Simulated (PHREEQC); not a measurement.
A solution holds 0.013 mmol/kgw K2CO3, 0.048 mmol/kgw Fe(NO3)3 and 0.1 mmol/kgw KH2PO4, at 25 °C. Closed to the air; pH follows from the charge balance.

Computed with PHREEQC (ion-association model, wateq4f.dat).

```json
{
  "pH": "4.24",
  "ionic_strength": "0.000251 mol/kgw",
  "total_alkalinity": "-0.0700 meq/kg"
}
```

| species | molality | activity | log γ |
|---|---|---|---|
| NO3- | 0.000144 | 0.000141 | -0.008 |
| K+ | 0.000126 | 0.000124 | -0.008 |
| H2PO4- | 9.74e-5 | 9.57e-5 | -0.008 |
| H+ | 5.88e-5 | 5.78e-5 | -0.008 |
| Fe(OH)2+ | 3.90e-5 | 3.83e-5 | -0.008 |
| CO2 | 1.29e-5 | 1.29e-5 | 0.000 |
| FeOH+2 | 7.19e-6 | 6.69e-6 | -0.031 |
| FeH2PO4+2 | 1.66e-6 | 1.54e-6 | -0.031 |
| H3PO4 | 8.14e-7 | 8.14e-7 | 0.000 |
| HPO4-2 | 1.11e-7 | 1.03e-7 | -0.031 |
| HCO3- | 1.01e-7 | 9.93e-8 | -0.008 |
| Fe(OH)3 | 8.54e-8 | 8.54e-8 | 0.000 |
| Fe+3 | 7.02e-8 | 5.98e-8 | -0.069 |

No solid was allowed to form. Saturation is exceeded, for instance for Strengite, Fe(OH)3(a); the values hold only as long as no solid forms. Species that the database lacks are ignored. H3PO4, which wateq4f.dat lacks, is added to it with the constant of phreeqc.dat.
